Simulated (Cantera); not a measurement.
## Equilibrium for fluorocarbon and chlorocarbon gases: CF4 + H2

A closed system holds: 1 mol CF4, a varied amount of H2, equilibrated at 973 K and 0.100 bar.

Method: chemical equilibrium by Gibbs-energy minimisation in Cantera with the NASA 1993 tables (ideal gas, pure condensed phases). Candidate condensed phases: C, C6H6, C7H8, C8H18; 95 gas species. Gases not in the tables: C2F6 and larger saturated fluorocarbons. Kinetics and transport are ignored.

| n(H2) (mol) | x HF | x H2 | x CF4 | x CH4 | x H2F2 | n C(graphite) |
|---|---|---|---|---|---|---|
| 0.53 | 0.591 | 2.71e-10 | 0.409 | <1e-12 | 1.51e-6 | 0.265 |
| 0.75 | 0.706 | 4.57e-10 | 0.294 | <1e-12 | 2.16e-6 | 0.375 |
| 1.1 | 0.830 | 8.31e-10 | 0.170 | <1e-12 | 2.99e-6 | 0.550 |
| 1.5 | 0.923 | 1.53e-9 | 0.0769 | <1e-12 | 3.70e-6 | 0.750 |
| 2.1 | 0.976 | 0.0244 | <1e-12 | 7.64e-6 | 4.13e-6 | 1.000 |
| 3 | 0.800 | 0.199 | <1e-12 | 0.000509 | 2.78e-6 | 0.997 |
| 4.3 | 0.636 | 0.362 | <1e-12 | 0.00169 | 1.75e-6 | 0.989 |
| 6.1 | 0.495 | 0.501 | <1e-12 | 0.00323 | 1.06e-6 | 0.974 |
x: gas mole fraction; n: condensed amount in mol.

From 0.53 mol H2 to 6.1 mol H2 the condensed part is C(graphite). The main C-bearing gas is CF4 at 0.53 mol H2 and CH4 at 6.1 mol H2. The share of C in condensed phases is highest at 2.1 mol H2 (100.0 %) and lowest at 0.53 mol H2 (26.5 %).
